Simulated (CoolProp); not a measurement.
A single-stage vapour-compression cycle with the fluid: evaporating at 280.15 K (dew point), condensing at 303.15 K (bubble point), superheat 8 K, subcooling 2 K, compressor efficiency 0.65, no pressure losses. The same conditions are run with several fluids, on thermodynamics alone (safety and materials aside).

Model: reference Helmholtz-energy equation of state of each fluid (R1233zd(E): Akasaka 2022; sulfur dioxide: Gao 2016; isohexane: Lemmon 2006; hydrogen sulfide: Lemmon 2006; R134a: Tillner-Roth 1994; R1132(E): Akasaka 2024), in CoolProp.

```tsv
fluid	cooling COP	pressure ratio	discharge temperature (K)	refrigerating effect (kJ/kg)	volumetric capacity (kJ/m³)
R1233zd(E)	7.42	[?]	320.9	181	663
sulfur dioxide	7.21	2.25	365.1	350	[?]
isohexane	7.46	2.73	315.0	325	150
hydrogen sulfide	6.88	[?]	[?]	[?]	8440
R134a	7.14	2.06	[?]	[?]	[?]
R1132(E)	6.78	1.87	328.7	212	6710
```

Task: What belongs in the gaps?

Result: 
- R1233zd(E), pressure ratio: 2.38
- sulfur dioxide, volumetric capacity (kJ/m³): 2000
- hydrogen sulfide, pressure ratio: 1.80
- hydrogen sulfide, discharge temperature (K): 351.9
- hydrogen sulfide, refrigerating effect (kJ/kg): 415
- R134a, discharge temperature (K): 321.8
- R134a, refrigerating effect (kJ/kg): 171
- R134a, volumetric capacity (kJ/m³): 3010
